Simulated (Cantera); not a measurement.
Feed: 1 mol TiO2, a varied amount of CH4, 0.013 mol CO, held at 1523 K and 0.133 bar.

Points: n(CH4) (mol) = 0.42, 0.55, 0.72, 0.94, 1.2, 1.6, 2.1, 2.8, 3.6, 4.7.

Cantera's Mixture.equilibrate('TP', solver="vcs", rtol=1e-11, max_steps=5000) on the NASA tables stopped like this:

```
*******************************************************************************
CanteraError thrown by VCS_SOLVE::solve_tp_inner:
vcs_solve_TP: ERROR on step change wt[117:TiO2(ru)]: -1.3877787807814457e-17 < 0.0
*******************************************************************************
```

**Question.** What got this run through?

**Answer.** This is not unique; one that fits is The failure is numerical, not chemical. The same input converged with solver="gibbs", rtol=1e-10, max_steps=50000, and the result passed a check of the equilibrium conditions:
```
log10 of partial pressures in bar; condensed amounts in mol
    n(CH4)        H2        CO       H2O       CH4         H       CO2     C(gr)    TiC(s)  Ti2O3(b)  Ti3O5(b)
      0.42    -1.056    -1.344    -4.462    -5.523    -5.164    -5.178         0         0    0.2611    0.1593
      0.55    -1.049    -1.356    -4.695    -5.283    -5.161    -5.431         0   0.02009      0.49         0
      0.72    -1.036    -1.385    -4.693    -5.273    -5.154    -5.471         0   0.08811    0.4559         0
      0.94    -1.025    -1.409    -4.693    -5.267    -5.149    -5.505         0    0.1761    0.4119         0
       1.2    -1.018    -1.428    -4.693    -5.263    -5.145    -5.532         0    0.2802    0.3599         0
       1.6    -1.011    -1.447    -4.693    -5.260    -5.142    -5.558         0    0.4402    0.2799         0
       2.1    -1.006    -1.461    -4.694    -5.258    -5.139    -5.578         0    0.6403    0.1799         0
       2.8    -1.002    -1.473    -4.694    -5.257    -5.137    -5.594         0    0.9204   0.03981         0
       3.6    -0.982    -1.536    -5.354    -4.602    -5.127    -6.336    0.5984         1         0         0
       4.7    -0.960    -1.629    -5.424    -4.557    -5.116    -6.522     1.698         1         0         0
```

The gas is ideal and each condensed phase is pure. Mutual solubility and eutectic melting of coexisting phases are not modelled. TiC: taken at fixed stoichiometry.
